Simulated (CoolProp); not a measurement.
Saturation properties of toluene (Tc = 591.7 K, pc = 4126 kPa, ω = 0.266).

Computed with CoolProp (reference Helmholtz-energy equation of state, Lemmon 2006). It is a short technical equation, of lower accuracy than the large ones.

```tsv
T (K)	p (kPa)	liquid density (kg/m³)	enthalpy of vaporisation (kJ/kg)	liquid cp (kJ/(kg K))	liquid conductivity (mW/(m K))
389.6	119.3	773.1	356.8	2.025	106
397.4	(withheld)	764.9	351.5	2.055	104
405.2	179.5	756.6	346.1	2.086	102
413	(withheld)	748.2	340.6	2.117	100
420.8	261.0	739.6	334.8	2.148	(withheld)
428.6	311.0	730.8	328.9	2.180	96.6
436.4	368.1	721.8	322.8	2.213	94.9
444.1	431.9	712.8	316.6	2.246	93.3
451.9	504.7	703.4	310.0	(withheld)	91.7
459.7	586.4	693.7	303.2	2.316	90.2
```

Some entries are withheld; supply them.


- 397.4, p (kPa): 147.0
- 413, p (kPa): 217.3
- 420.8, liquid conductivity (mW/(m K)): 98.3
- 451.9, liquid cp (kJ/(kg K)): 2.280

It boils at 383.7 K under 1 atm.

Thermal conductivity comes from a separate model (Assael 2012).
